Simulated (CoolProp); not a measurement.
CF4 (R14) along the isotherm -108.75 °C: density (kg/m³) from the reference equation and from simpler models built on Tc = -45.8 °C, pc = 3.762 MPa, ω = 0.178; each cubic takes its own stable root.

Values from CoolProp's reference Helmholtz-energy equation of state, Platzer 1990. This equation is an older, rougher fit; its heat capacities, sound speeds and derivatives of the liquid may be far off and weren't checked against measurements.

| p (MPa) | phase | reference |
|---|---|---|
| 2.89 | liquid | 1509 |
| 5.79 | liquid | 1524 |
| 8.68 | liquid | 1537 |
| 11.6 | liquid | 1549 |
| 14.5 | liquid | 1561 |
| 17.4 | liquid | 1571 |
| 20.3 | liquid | 1582 |
| 23.2 | liquid | 1591 |
| 26 | liquid | 1600 |
| 28.9 | liquid | 1609 |
| 31.8 | liquid | 1618 |
| 34.7 | liquid | 1626 |
| 37.6 | liquid | 1633 |

How far does each simpler model (van der Waals, Soave-Redlich-Kwong, Peng-Robinson) lie from the reference over these 13 states: mean and median of the absolute difference, and the worst?


- van der Waals: mean 30.1 %, median 29.6 %, worst -33.5 % at -108.75 °C and 2.89 MPa
- Soave-Redlich-Kwong: mean 0.7 %, median 0.4 %, worst -2.3 % at -108.75 °C and 2.89 MPa
- Peng-Robinson: mean 11.6 %, median 11.8 %, worst +12.1 % at -108.75 °C and 37.6 MPa
